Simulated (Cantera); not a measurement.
Input: 1 mol CuO, 5.3 mol C, 8.5 mol N₂, at 0.100 bar.

Equilibrium computed with Cantera from the NASA thermochemical tables; the gas is ideal and each condensed phase is pure. Candidate condensed phases: C, Cu, CuO, Cu₂O; 27 gas species. Rates play no part.

x: gas mole fraction; n: condensed amount in mol.

| T (K) | x N₂ | x CO | x Cu | x Cu₂ | x CN | n C(graphite) | n Cu(l) |
|---|---|---|---|---|---|---|---|
| 1373 | 0.895 | 0.105 | 7.90e-6 | ? | 1.06e-11 | 4.30 | 1.000 |
| 1473 | 0.895 | 0.105 | 5.17e-5 | ? | 1.43e-10 | 4.30 | 1.000 |
| 1573 | 0.894 | 0.105 | 0.000265 | ? | 1.38e-9 | 4.30 | 0.997 |
| 1673 | 0.894 | 0.105 | 0.00111 | ? | 1.02e-8 | 4.30 | 0.989 |
| 1773 | 0.891 | 0.105 | 0.00394 | ? | 5.93e-8 | 4.30 | 0.962 |
| 1873 | 0.884 | 0.104 | 0.0122 | ? | 2.85e-7 | 4.30 | 0.882 |
| 1973 | 0.865 | 0.102 | 0.0334 | ? | 1.16e-6 | 4.30 | 0.669 |
| 2073 | 0.820 | 0.0965 | 0.0828 | ? | 4.05e-6 | 4.30 | 0.133 |
| 2173 | 0.810 | 0.0953 | 0.0946 | ? | 1.28e-5 | 4.30 | 0 |
| 2273 | 0.810 | 0.0953 | 0.0948 | ? | 3.68e-5 | 4.30 | 0 |
| 2373 | 0.810 | 0.0952 | 0.0950 | ? | 9.64e-5 | 4.30 | 0 |
| 2473 | 0.809 | 0.0952 | 0.0951 | ? | 0.000234 | 4.30 | 0 |

**Question.** Complete the blanks.

**Answer.** 
- 1373, x Cu₂: 1.25e-9
- 1473, x Cu₂: 1.70e-8
- 1573, x Cu₂: 1.63e-7
- 1673, x Cu₂: 1.17e-6
- 1773, x Cu₂: 6.71e-6
- 1873, x Cu₂: 3.16e-5
- 1973, x Cu₂: 0.000126
- 2073, x Cu₂: 0.000434
- 2173, x Cu₂: 0.000336
- 2273, x Cu₂: 0.000209
- 2373, x Cu₂: 0.000135
- 2473, x Cu₂: 9.01e-5
